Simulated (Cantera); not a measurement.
Input: 1 mol MgO, 1.9 mol Br2, 3.2 mol N2, at 43.0 mbar.

Cantera equilibrium calculation (NASA polynomials, part measured and part estimated; ideal gas, pure solids and liquids). Candidate condensed phases: Br2, Mg, MgBr2, MgO; 17 gas species. Equilibrium is a limit: real reactors are often held back by kinetics, nucleation or transport.

Q: What share of the Mg ends up in condensed phases as a function of T (K), at 1300, 1325, 1350, 1375, 1400, 1425, 1450, 1475, 1500, 1525, 1550, 1575?

A: 
```tsv
T (K)	Mg condensed (%)	as
1300	98.6	MgO(s)
1325	98.1	MgO(s)
1350	97.6	MgO(s)
1375	97.1	MgO(s)
1400	96.4	MgO(s)
1425	95.7	MgO(s)
1450	94.9	MgO(s)
1475	94.1	MgO(s)
1500	93.3	MgO(s)
1525	92.4	MgO(s)
1550	91.6	MgO(s)
1575	90.8	MgO(s)
```
